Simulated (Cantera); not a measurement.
A perfectly stirred reactor is fed with CH4 : N2 = 1 : 38 (molar parts), at 5.55 Torr; it is held at 1350 K, and followed from long to short residence time.

Computed with Cantera and GRI-Mech 3.0 (53 species, 325 reactions). GRI-Mech 3.0 stops at C3 and has no aromatics, soot or wall deposition, so with more carbon than oxygen in the feed, carbon stays in small species such as C2H2 where larger ones or solid carbon would form. Radical loss at walls, strong at low pressure, is not modelled.

Problem. Predict: x(CH4) at τ = 28.0 s; x(H) at τ = 28.0 s; x(C2H2) at τ = 28.0 s; x(CH2) at τ = 28.0 s; x(CH4) at τ = 25.0 ms.

Solution. 
| Quantity | Value |
|---|---|
| x(CH4) at τ = 28.0 s | 0.0242 |
| x(H) at τ = 28.0 s | 1.58e-7 |
| x(C2H2) at τ = 28.0 s | 0.000457 |
| x(CH2) at τ = 28.0 s | 1.64e-9 |
| x(CH4) at τ = 25.0 ms | 0.0256 |
